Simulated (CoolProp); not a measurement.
Vapour-liquid equilibrium of R22 (1) + C3F8 (R218) (2) at 266 K; x and y are mole fractions of (1).

Model: multi-fluid Helmholtz-energy mixture model, Kamei 1995 and Lemmon 2006; pair parameters Bell 2016, in CoolProp.

```
x      bubble pressure, mixture model (MPa)  bubble pressure, Raoult's law (MPa)  y, mixture model  y, Raoult's law
-----  ------------------------------------  -----------------------------------  ----------------  ---------------
0.05                                 0.3584                               0.3296             0.123            0.059
0.125                                0.3988                               0.3345             0.257            0.146
0.2                                  0.4303                               0.3394             0.353            0.231
0.275                                0.4539                               0.3444             0.424            0.313
0.35                                 0.4706                               0.3493             0.479            0.393
0.425                                0.4818                               0.3542             0.523            0.470
0.5                                  0.4885                               0.3591             0.561            0.546
0.575                                0.4917                               0.3640             0.594            0.619
0.65                                 0.4915                               0.3690             0.627            0.690
0.725                                0.4877                               0.3739             0.664            0.760
0.8                                  0.4786                               0.3788             0.710            0.828
0.875                                0.4608                               0.3837             0.775            0.894
0.95                                 0.4278                               0.3886             0.882            0.958
```

The largest gap from Raoult's law is +36.0 % in bubble pressure, at x = 0.5. y crosses x between x = 0.575 and 0.65: the model has an azeotrope there.

The pair parameters rest on a limited set of measurements; away from them the model extrapolates.
